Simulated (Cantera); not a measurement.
## Equilibrium for iron carbonyl, mercury and lead vapours: Pb + H2 + N2

Input: 1 mol Pb, 0.37 mol H2, 4.4 mol N2, at 13.3 mbar.

Cantera equilibrium calculation (NASA polynomials, part measured and part estimated; ideal gas, pure solids and liquids). Candidate condensed phases: Pb; 11 gas species. The numbers say what is thermodynamically allowed, not how fast it happens.

```json
[
 {"T (°C)": "950", "log p N2": "-1.94", "log p Pb": "-3.04", "log p H2": "-3.02", "log p H": "-8.03", "n Pb(l)": "0.652"},
 {"T (°C)": "1000", "log p N2": "-1.97", "log p Pb": "-2.74", "log p H2": "-3.05", "log p H": "-7.67", "n Pb(l)": "0.238"},
 {"T (°C)": "1050", "log p N2": "-1.99", "log p Pb": "-2.64", "log p H2": "-3.07", "log p H": "-7.33", "n Pb(l)": "0"},
 {"T (°C)": "1100", "log p N2": "-1.99", "log p Pb": "-2.64", "log p H2": "-3.07", "log p H": "-7.01", "n Pb(l)": "0"},
 {"T (°C)": "1150", "log p N2": "-1.99", "log p Pb": "-2.64", "log p H2": "-3.07", "log p H": "-6.71", "n Pb(l)": "0"},
 {"T (°C)": "1200", "log p N2": "-1.99", "log p Pb": "-2.64", "log p H2": "-3.07", "log p H": "-6.43", "n Pb(l)": "0"},
 {"T (°C)": "1250", "log p N2": "-1.99", "log p Pb": "-2.64", "log p H2": "-3.07", "log p H": "-6.17", "n Pb(l)": "0"},
 {"T (°C)": "1300", "log p N2": "-1.99", "log p Pb": "-2.64", "log p H2": "-3.07", "log p H": "-5.93", "n Pb(l)": "0"}
]
```
log p: log10 of the partial pressure in bar; n: condensed amount in mol.

From 950 °C to 1000 °C the condensed part is Pb(l). From 1050 °C to 1300 °C nothing is condensed. The main Pb-bearing gas is Pb throughout.
